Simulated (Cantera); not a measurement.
A perfectly stirred reactor is fed with CH₄ : O₂ : N₂ = 1 : 1.67 : 12.8 (molar parts), at 101000 Pa; it is adiabatic with a 650 K inlet, and is followed from long to short residence time, starting on the burning branch (τ in s: 0.04, 0.013, 0.0043, 0.0014, 0.00047, 0.00016, 5.2e-05, 1.7e-05, 5.6e-06).

Cantera simulation using GRI-Mech 3.0 (53 species, 325 reactions); the numbers are that mechanism's predictions, not measurements.

Task: Predict: blow-out, bracketed by the residence times tried; x(CH₄) at τ = 40.0 ms; x(O₂) at τ = 40.0 ms; x(CH₂) at τ = 40.0 ms; x(HO₂) at τ = 40.0 ms; x(N₂O) at τ = 40.0 ms; x(CH₄) at τ = 0.470 ms; x(O₂) at τ = 0.470 ms.

Result: 
```json
{
  "blow_out_bracketed_by_the_residence_times_tried": "burning at 4.30 ms, out at 1.40 ms",
  "x(CH₄) at τ = 40.0 ms": "0.000188",
  "x(O₂) at τ = 40.0 ms": "0.000512",
  "x(CH₂) at τ = 40.0 ms": "1.37e-6",
  "x(HO₂) at τ = 40.0 ms": "1.65e-7",
  "x(N₂O) at τ = 40.0 ms": "4.60e-8",
  "x(CH₄) at τ = 0.470 ms": "0.0646",
  "x(O₂) at τ = 0.470 ms": "0.108"
}
```
